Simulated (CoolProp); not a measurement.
Vapour-liquid equilibrium of R134a (1) + R245fa (2) at 262 K; x and y are mole fractions of (1).

Model: multi-fluid Helmholtz-energy mixture model, Tillner-Roth 1994 and Akasaka 2015; pair parameters Akasaka 2014, in CoolProp.

```csv
x,"bubble pressure, mixture model (kPa)","bubble pressure, Raoult's law (kPa)","y, mixture model","y, Raoult's law"
0.05,39.23,39.24,0.240,0.244
0.125,51.16,51.28,0.459,0.467
0.2,63.01,63.31,0.595,0.605
0.275,74.81,75.34,0.688,0.700
0.35,?,87.37,?,0.768
0.425,98.39,99.41,0.808,0.819
0.5,110.2,111.4,0.850,0.860
0.575,?,123.5,0.884,0.893
0.65,134.1,135.5,0.912,0.919
0.725,?,147.5,0.936,0.942
0.8,158.4,159.6,0.956,0.961
0.875,?,171.6,0.974,0.977
0.95,183.3,183.6,0.990,0.991
```

Problem. Complete the blanks.

Solution. 
- 0.35, bubble pressure, mixture model (kPa): 86.60
- 0.35, y, mixture model: 0.756
- 0.575, bubble pressure, mixture model (kPa): 122.1
- 0.725, bubble pressure, mixture model (kPa): 146.2
- 0.875, bubble pressure, mixture model (kPa): 170.8

The largest gap from Raoult's law is -1.1 % in bubble pressure, at x = 0.575. No azeotrope shows between x = 0.05 and 0.95.

Pair parameters are fitted to limited data, so mixtures are less certain than the pure fluids.
